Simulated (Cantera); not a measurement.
What does this Cantera script print?

```python
import numpy as np
import cantera as ct

gas_names = """
    Br Br2 H HBr HO2 H2 H2O H2O2 O OH O2 O3 Si SiBr SiBr2 SiBr3 SiBr4 SiH SiHBr3 SiH2 SiH2Br2 SiH3
    SiH3Br SiH4 SiO SiO2 Si2 Si3
""".split()
cond_names = """
    Br2(cr) Br2(L) H2O(s) H2O(L) Si(cr) Si(L) SiO2(Lqz) SiO2(hqz) SiO2(L)
""".split()


def load(file, names, dense=False):
    # The tables refer to 1 bar. Condensed volumes are neglected.
    table = {s.name: s for s in ct.Species.list_from_file(file)}
    out = []
    for n in names:
        d = dict(table[n].input_data)
        d["thermo"] = dict(d["thermo"], **{"reference-pressure": 1e5})
        if dense:
            d["equation-of-state"] = {"model": "constant-volume", "density": "1e6 g/cm^3"}
        out.append(ct.Species.from_dict(d))
    return out


gas = ct.Solution(thermo="ideal-gas", species=load("nasa_gas.yaml", gas_names))
cond = {s.name: ct.Solution(thermo="fixed-stoichiometry", species=[s], name=s.name)
        for s in load("nasa_condensed.yaml", cond_names, dense=True)}
atoms = {
    'SiO2': {'Si': 1, 'O': 2},
    'HBr': {'H': 1, 'Br': 1},
}
top_T = {}  # K; cautious upper limits of use, not melting points


def equilibrate(T, P, feed):
    n = {}
    for name, mol in feed.items():
        for a, k in atoms[name].items():
            n[a] = n.get(a, 0.0) + k * mol
    gas.TPX = T, P, n
    mass = sum(n.values()) * gas.mean_molecular_weight
    gas.equilibrate("TP")
    valid = [c for c in cond.values() if c.min_temp <= T <= top_T.get(c.name, c.max_temp)]
    mix = ct.Mixture([(gas, mass / gas.mean_molecular_weight)] + [(c, 0.0) for c in valid])
    mix.T, mix.P = T, P
    mix.equilibrate("TP", solver="vcs", rtol=1e-11, max_steps=5000)
    return mix


results = []
feed = {'SiO2': 1, 'HBr': 1.8}  # mol
P = 3900  # Pa
for T in [623, 723, 823, 923, 1023, 1123, 1223, 1323, 1423, 1523, 1623, 1723, 1823, 1923]:
    mix = equilibrate(T, P, feed)
    results.append((T, P, feed, dict(zip(mix.species_names, mix.species_moles))))
    x = sorted(zip(gas.X, gas.species_names), reverse=True)
    print(f"T = {T:g} K  P = {P:g} Pa  gas = {mix.phase_moles(0):.4g} mol")
    print("   x: " + "  ".join(f"{s} {v:.3e}" for v, s in x if v > 0.001))
    print("   condensed (mol): " + ("  ".join(f"{mix.phase(i).name} {mix.phase_moles(i):.4g}"
          for i in range(1, mix.n_phases) if mix.phase_moles(i) > 1e-12) or "none"))
```

Output:

```
T = 623 K  P = 3900 Pa  gas = 1.8 mol
   x: HBr 1.000e+00
   condensed (mol): SiO2(Lqz) 1
T = 723 K  P = 3900 Pa  gas = 1.8 mol
   x: HBr 9.999e-01
   condensed (mol): SiO2(Lqz) 1
T = 823 K  P = 3900 Pa  gas = 1.8 mol
   x: HBr 9.996e-01
   condensed (mol): SiO2(Lqz) 1
T = 923 K  P = 3900 Pa  gas = 1.8 mol
   x: HBr 9.990e-01
   condensed (mol): SiO2(hqz) 1
T = 1023 K  P = 3900 Pa  gas = 1.801 mol
   x: HBr 9.974e-01  H2 1.036e-03
   condensed (mol): SiO2(hqz) 1
T = 1123 K  P = 3900 Pa  gas = 1.803 mol
   x: HBr 9.938e-01  Br 3.000e-03  H2 2.304e-03
   condensed (mol): SiO2(hqz) 0.9999
T = 1223 K  P = 3900 Pa  gas = 1.807 mol
   x: HBr 9.862e-01  Br 7.802e-03  H2 4.869e-03
   condensed (mol): SiO2(hqz) 0.9999
T = 1323 K  P = 3900 Pa  gas = 1.815 mol
   x: HBr 9.720e-01  Br 1.708e-02  H2 9.611e-03  Br2 1.070e-03
   condensed (mol): SiO2(hqz) 0.9999
T = 1423 K  P = 3900 Pa  gas = 1.83 mol
   x: HBr 9.482e-01  Br 3.288e-02  H2 1.755e-02  Br2 1.117e-03
   condensed (mol): SiO2(hqz) 0.9998
T = 1523 K  P = 3900 Pa  gas = 1.853 mol
   x: HBr 9.117e-01  Br 5.715e-02  H2 2.965e-02  Br2 1.120e-03
   condensed (mol): SiO2(hqz) 0.9998
T = 1623 K  P = 3900 Pa  gas = 1.886 mol
   x: HBr 8.604e-01  Br 9.127e-02  H2 4.647e-02  Br2 1.082e-03
   condensed (mol): SiO2(hqz) 0.9995
T = 1723 K  P = 3900 Pa  gas = 1.933 mol
   x: HBr 7.935e-01  Br 1.355e-01  H2 6.778e-02  Br2 1.009e-03  H2O 1.001e-03
   condensed (mol): SiO2(L) 0.9983
T = 1823 K  P = 3900 Pa  gas = 1.994 mol
   x: HBr 7.118e-01  Br 1.888e-01  H2 9.214e-02  H2O 2.897e-03  SiO 2.785e-03
   condensed (mol): SiO2(L) 0.9943
T = 1923 K  P = 3900 Pa  gas = 2.076 mol
   x: HBr 6.172e-01  Br 2.483e-01  H2 1.163e-01  H2O 7.855e-03  SiO 7.808e-03  H 1.627e-03
   condensed (mol): SiO2(L) 0.9837
```

Cantera equilibrium calculation (NASA polynomials, part measured and part estimated; ideal gas, pure solids and liquids). The tables' values for SiBr3 are old estimates; treat these amounts as uncertain. The tables hold silica as quartz up to 1696 K and as liquid above; real silica turns to tridymite and cristobalite and melts near 1996 K.
